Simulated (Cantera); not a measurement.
A Cantera script and its output.

```python
import numpy as np
import cantera as ct

gas = ct.Solution("gri30.yaml")
gas.TPX = 548, 1000000, {'CH4': 1, 'O2': 2.47, 'N2': 9.28}
inlet = ct.Reservoir(gas, clone=True)
gas.equilibrate("HP")  # start burning
reactor = ct.IdealGasConstPressureReactor(gas, energy="on", clone=False)
exhaust = ct.Reservoir(gas, clone=True)
tau = [0.25, 0.089, 0.031, 0.011, 0.0039, 0.0014, 0.00048, 0.00017, 5.9e-05][0]
for a, b in ((inlet, reactor), (reactor, exhaust)):
    ct.MassFlowController(a, b, mdot=lambda t: reactor.mass / tau)
net = ct.ReactorNet([reactor])
show = ['CH4', 'O2', 'NO', 'H2', 'NO2']

rows = []
print(f"{'tau/s':>10s}{'T/K':>9s}" + "".join(f"{s:>11s}" for s in show))
for tau in [0.25, 0.089, 0.031, 0.011, 0.0039, 0.0014, 0.00048, 0.00017, 5.9e-05]:
    net.initial_time = 0.0
    net.advance(30 * tau)
    before = gas.X
    net.advance(40 * tau)
    drift = np.max(np.abs(gas.X - before) / (gas.X + 1e-9))
    rows.append([gas.T, *gas[show].X, drift])
    print(f"{tau:10.3e}{gas.T:9.1f}" + "".join(f"{x:11.3e}" for x in gas[show].X))
```

Output:

```
     tau/s      T/K        CH4         O2         NO         H2        NO2
 2.500e-01   2194.5  2.663e-07  3.503e-02  3.398e-03  2.937e-04  5.637e-06
 8.900e-02   2196.6  7.319e-07  3.559e-02  2.291e-03  2.999e-04  3.838e-06
 3.100e-02   2198.1  2.038e-06  3.614e-02  1.241e-03  3.139e-04  2.121e-06
 1.100e-02   2197.8  5.475e-06  3.653e-02  5.977e-04  3.478e-04  1.064e-06
 3.900e-03   2194.3  1.405e-05  3.686e-02  2.912e-04  4.324e-04  5.658e-07
 1.400e-03   2185.3  3.301e-05  3.733e-02  1.649e-04  6.247e-04  3.710e-07
 4.800e-04   2165.8  7.482e-05  3.830e-02  1.084e-04  1.037e-03  2.878e-07
 1.700e-04   2131.2  1.630e-04  4.014e-02  7.774e-05  1.756e-03  2.248e-07
 5.900e-05   2069.7  3.906e-04  4.386e-02  5.202e-05  2.930e-03  1.515e-07
```

Detailed kinetics in Cantera: GRI-Mech 3.0 (53 species, 325 reactions).
